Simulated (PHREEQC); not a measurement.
Alkaline etch or developer: an equilibrium model

A solution holds 0.0047 mol KOH and 0.052 mol NaAlO2 per kg of water, at 20 °C. Closed to the air; pH follows from the charge balance.

Equilibrium calculation in PHREEQC: ion-association model, phreeqc.dat.

Precipitation was switched off in this run.

Problem. Predict the pH.

Solution. pH 11.74.

Saturation is exceeded, for instance for Gibbsite (slow to form); the values hold only as long as no solid forms. Species that the database lacks are ignored.
